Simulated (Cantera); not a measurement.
**Thermodynamics of thermal oxidation and active oxidation of silicon, feed Si + H2O + H2**

Input: 1 mol Si, 0.023 mol H2O, 750 mol H2.

Cantera equilibrium calculation (NASA polynomials, part measured and part estimated; ideal gas, pure solids and liquids). Candidate condensed phases: H2O, Si, SiO2; 18 gas species. Equilibrium is a limit: real reactors are often held back by kinetics, nucleation or transport.

**Question.** Map the stable condensed phases over T = 1477, 1502, 1527, 1552, 1577, 1602, 1627, 1652, 1677, 1702, 1727 °C and P in Pa = 0.10, 0.50, 2.5, 13, 63, 320, 1600, 7900, 40000, 200000, 1000000.

**Answer.** 
```
T in °C \ P in Pa
            0.10    0.50     2.5      13      63     320    1600    7900   40000  200000 1000000
   1727        A       A       A       A       A       A       A       B       B       B       B
   1702        A       A       A       A       A       A       A       B       B       B       B
   1677        A       A       A       A       A       A       A       B       B       B       B
   1652        A       A       A       A       A       A       B       B       B       B       B
   1627        A       A       A       A       A       A       B       B       B       B       B
   1602        A       A       A       A       A       A       B       B       B       B       B
   1577        A       A       A       A       A       A       B       B       B       B       B
   1552        A       A       A       A       A       A       B       B       B       B       B
   1527        A       A       A       A       A       B       B       B       B       B       B
   1502        A       A       A       A       A       B       B       B       B       B       B
   1477        A       A       A       A       A       B       B       B       B       B       B
```
A: gas only; B: Si.
